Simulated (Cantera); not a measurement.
A closed system holds: 1 mol CuO, 0.93 mol CO, 0.15 mol H2, at 1798.15 K and 0.0100 bar.

Cantera equilibrium calculation (NASA polynomials, part measured and part estimated; ideal gas, pure solids and liquids). Candidate condensed phases: C, C6H6, C7H8, C8H18, Cu, CuO, Cu(OH)2, Cu2O, H2O; 113 gas species. Kinetics and transport are ignored.

Base state: CO2 0.746, H2O 0.128, CO 0.0682, Cu 0.0530, H2 0.00307, OH 0.000536, O2 0.000488, H 0.000195 (mole fractions); condensed: Cu(l).

Problem. What changes in the equilibrium state with this change: CuO replaced by Fe2O3?

Solution. 
```csv
species,before,after
CO2,0.746,0.788
H2O,0.128,0.135
CO,0.0682,0.0719
Cu,0.0530,0
Fe,0,3.13e-5
Cu2,0.000101,0
Fe(OH)2,0,1.93e-5
CuO,1.55e-5,0
FeO,0,1.52e-5
H2,0.00307,0.00323
"Cu(l), mol",0.939,0
"FeO(l), mol",0,2.00
```
The tables' stoichiometric FeO is somewhat more stable than real wüstite, so its field is too wide. FeO: taken at fixed stoichiometry. Further candidate phases: Fe, Fe(CO)5, FeO, Fe(OH)2, Fe(OH)3, Fe2O3, Fe3O4.

Problem. What changes in the equilibrium state with this change: CO from 0.93 to 8 mol?

Solution. 
| species | before | after |
|---|---|---|
| CO | 0.0682 | 0.819 |
| CO2 | 0.746 | 0.110 |
| Cu | 0.0530 | 0.0530 |
| H2O | 0.128 | 0.00585 |
| H2 | 0.00307 | 0.0114 |
| O2 | 0.000488 | 7.39e-8 |
| O | 2.64e-5 | 3.25e-7 |
| Cu(l), mol | 0.939 | 0.542 |
